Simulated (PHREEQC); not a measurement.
0.033 g of hydrous ferric oxide (600 m²/g; 0.2 weak and 0.005 strong sites per Fe, Dzombak-Morel constants, diffuse double layer) in 1 kg of water with 0.1 mol/kgw of an inert sodium salt, at 25 °C; the pH is set by adding NaOH or the inert anion's acid. Oxygen alone is held at its pressure in air (log pO2 = -0.68). CO2 from the air is kept out. Nothing may precipitate in this run.

Base run: PHREEQC, ion-association model, wateq4f.dat. Each further column changes one thing. The table gives surface charge σ (C/m²).

| pH | base | background salt from 0.1 to 0.01 mol/kgw | oxide from 0.033 to 0.17 g/kgw |
|---|---|---|---|
| 3 | 0.363 | 0.324 | 0.363 |
| 3.5 | 0.350 | 0.275 | 0.350 |
| 4 | 0.321 | 0.216 | 0.321 |
| 5 | 0.215 | 0.113 | 0.215 |
| 5.5 | 0.159 | 0.077 | 0.159 |
| 6 | 0.111 | 0.049 | 0.111 |
| 6.5 | 0.074 | 0.030 | 0.074 |
| 7.5 | 0.022 | 0.008 | 0.022 |
| 8 | 0.004 | 0.001 | 0.004 |
| 8.5 | -0.014 | -0.005 | -0.014 |
| 9 | -0.034 | -0.013 | -0.034 |
| 10 | -0.094 | -0.040 | -0.094 |
| 10.5 | -0.137 | -0.064 | -0.137 |
| 11 | -0.190 | -0.099 | -0.190 |

The oxide is taken as insoluble; below pH 4 it would dissolve.
